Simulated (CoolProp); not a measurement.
Vapour-liquid equilibrium of R143a (1) + R134a (2) at 2.92 bar; x and y are mole fractions of (1).

Values from CoolProp's multi-fluid Helmholtz-energy mixture model, Lemmon and Jacobsen 2000 and Tillner-Roth 1994; pair parameters Lemmon 2004.

| x | bubble temperature (K) | y at the bubble point | dew temperature at overall composition x (K) | liquid density (mol/L) |
|---|---|---|---|---|
| 0.05 | 271.6 | 0.094 | 272.3 | 12.72 |
| 0.15 | 268.8 | 0.262 | 270.7 | 12.77 |
| 0.25 | 266.2 | 0.404 | 269.0 | 12.82 |
| 0.35 | ? | 0.526 | 267.3 | ? |
| 0.45 | 261.5 | 0.630 | 265.3 | 12.90 |
| 0.55 | 259.3 | 0.720 | 263.3 | 12.93 |
| 0.65 | 257.3 | 0.798 | ? | 12.96 |
| 0.75 | 255.4 | 0.865 | 258.6 | 12.98 |
| 0.85 | 253.6 | 0.924 | ? | 13.00 |
| 0.95 | ? | 0.976 | 252.8 | 13.02 |

Task: Some entries are withheld; supply them.

Result: 
- 0.35, bubble temperature (K): 263.8
- 0.35, liquid density (mol/L): 12.86
- 0.65, dew temperature at overall composition x (K): 261.0
- 0.85, dew temperature at overall composition x (K): 255.8
- 0.95, bubble temperature (K): 251.9

No azeotrope shows between x = 0.05 and 0.95.

Pair parameters are fitted to limited data, so mixtures are less certain than the pure fluids.
